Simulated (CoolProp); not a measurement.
200 sccm (0 °C, 1 atm) of nitrogen bubbles through liquid octamethyltrisiloxane (MDM) at 286 K and leaves saturated at a total pressure of 0.00644 MPa (ideal gas phase). Each further row changes one setting.

The numbers come from the reference Helmholtz-energy equation of state, Thol 2017 in CoolProp.

```
case                       vapour pressure (kPa)  mole fraction of vapour  delivery (mg/min)  delivery (sccm)  change of delivery for a bath 1 K warmer (%)
-------------------------  ---------------------  -----------------------  -----------------  ---------------  --------------------------------------------
as stated                                  0.216                   0.0335               73.2             6.93                                           7.8
bath temperature 291 K                     0.308                   0.0478                106             10.0                                           7.6
total pressure 0.0129 MPa                  0.216                   0.0167               35.9             3.40                                           7.7
```
